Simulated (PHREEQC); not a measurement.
A solution holds 0.013 mol KHCO3 and 0.096 mol NaF per kg of water, at 20 °C. Closed to the air; pH follows from the charge balance.

Equilibrium calculation in PHREEQC: ion-association model, phreeqc.dat.

Task: The ionic strength comes out as 0.106 mol/kgw. What activity coefficients do K+, Na+, F-, CO3-2, OH- get?

Result: K+ 0.76, Na+ 0.78, F- 0.76, CO3-2 0.38, OH- 0.76.

Precipitation was switched off in this run. Species that the database lacks are ignored.
